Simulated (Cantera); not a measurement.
Charge: 1 mol Cu2O, 5.9 mol CH4, 0.37 mol H2, equilibrated at 2598 K and 2.30 bar.

These are equilibrium values from Cantera (NASA tables, ideal gas, pure condensed phases), not measurements of a reactor. Candidate condensed phases: C, C6H6, C7H8, C8H18, Cu, CuO, Cu(OH)2, Cu2O, H2O; 113 gas species. Kinetics and transport are ignored.

Base state: H2 0.771, Cu 0.126, CO 0.0654, H 0.0220, C2H2 (acetylene) 0.0124, Cu2 0.00229, CH4 0.000176, CH3 8.86e-5 (mole fractions); condensed: C(graphite).

### Question
What changes in the equilibrium state with this change: 0.74 mol CO2 added?

### Answer
| species | before | after |
|---|---|---|
| H2 | 0.771 | 0.702 |
| CO | 0.0654 | 0.148 |
| Cu | 0.126 | 0.115 |
| C2H2 (acetylene) | 0.0124 | 0.0113 |
| H | 0.0220 | 0.0210 |
| CH4 | 0.000176 | 0.000146 |
| C2H4 | 1.15e-5 | 9.50e-6 |
| C(graphite), mol | 4.51 | 3.77 |
